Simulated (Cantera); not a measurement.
**Fe2O3 + SO2 + H2O (roasting and sulfation)**

Input: 1 mol Fe2O3, 1.3 mol SO2, a varied amount of H2O, equilibrated at 1177 °C and 75.0 Torr.

Method: chemical equilibrium by Gibbs-energy minimisation in Cantera with the NASA 1993 tables (ideal gas, pure condensed phases). Candidate condensed phases: Fe, FeO, Fe(OH)2, Fe(OH)3, FeS, FeSO4, FeS2, Fe2O3, Fe2(SO4)3, Fe3O4, H2O, H2SO4, S; 22 gas species. Mutual solubility and eutectic melting of coexisting phases are not modelled. Rates play no part.

From 0.22 mol H2O to 7.9 mol H2O the condensed part is Fe2O3(s) + Fe3O4(s). The main Fe-bearing gas is Fe(OH)2 throughout.

```json
[
 {"n(H2O) (mol)": "0.22", "x H2O": "0.143", "x SO2": "0.841", "x O2": "0.0146", "x SO3": "0.00156", "x OH": "5.44e-5", "n Fe2O3(s)": "0.858", "n Fe3O4(s)": "0.0950"},
 {"n(H2O) (mol)": "0.31", "x H2O": "0.190", "x SO2": "0.794", "x O2": "0.0146", "x SO3": "0.00148", "x OH": "6.27e-5", "n Fe2O3(s)": "0.850", "n Fe3O4(s)": "0.100"},
 {"n(H2O) (mol)": "0.43", "x H2O": "0.245", "x SO2": "0.739", "x O2": "0.0146", "x SO3": "0.00137", "x OH": "7.13e-5", "n Fe2O3(s)": "0.839", "n Fe3O4(s)": "0.107"},
 {"n(H2O) (mol)": "0.59", "x H2O": "0.308", "x SO2": "0.677", "x O2": "0.0146", "x SO3": "0.00126", "x OH": "7.99e-5", "n Fe2O3(s)": "0.825", "n Fe3O4(s)": "0.117"},
 {"n(H2O) (mol)": "0.82", "x H2O": "0.381", "x SO2": "0.603", "x O2": "0.0146", "x SO3": "0.00112", "x OH": "8.89e-5", "n Fe2O3(s)": "0.804", "n Fe3O4(s)": "0.131"},
 {"n(H2O) (mol)": "1.1", "x H2O": "0.452", "x SO2": "0.533", "x O2": "0.0146", "x SO3": "0.000991", "x OH": "9.68e-5", "n Fe2O3(s)": "0.779", "n Fe3O4(s)": "0.147"},
 {"n(H2O) (mol)": "1.6", "x H2O": "0.544", "x SO2": "0.441", "x O2": "0.0146", "x SO3": "0.000820", "x OH": "0.000106", "n Fe2O3(s)": "0.735", "n Fe3O4(s)": "0.177"},
 {"n(H2O) (mol)": "2.2", "x H2O": "0.619", "x SO2": "0.365", "x O2": "0.0146", "x SO3": "0.000679", "x OH": "0.000113", "n Fe2O3(s)": "0.681", "n Fe3O4(s)": "0.213"},
 {"n(H2O) (mol)": "3", "x H2O": "0.687", "x SO2": "0.297", "x O2": "0.0146", "x SO3": "0.000553", "x OH": "0.000119", "n Fe2O3(s)": "0.610", "n Fe3O4(s)": "0.260"},
 {"n(H2O) (mol)": "4.2", "x H2O": "0.752", "x SO2": "0.232", "x O2": "0.0146", "x SO3": "0.000432", "x OH": "0.000125", "n Fe2O3(s)": "0.503", "n Fe3O4(s)": "0.331"},
 {"n(H2O) (mol)": "5.7", "x H2O": "0.802", "x SO2": "0.183", "x O2": "0.0146", "x SO3": "0.000340", "x OH": "0.000129", "n Fe2O3(s)": "0.370", "n Fe3O4(s)": "0.420"},
 {"n(H2O) (mol)": "7.9", "x H2O": "0.846", "x SO2": "0.139", "x O2": "0.0146", "x SO3": "0.000258", "x OH": "0.000132", "n Fe2O3(s)": "0.174", "n Fe3O4(s)": "0.551"}
]
```
x: gas mole fraction; n: condensed amount in mol.
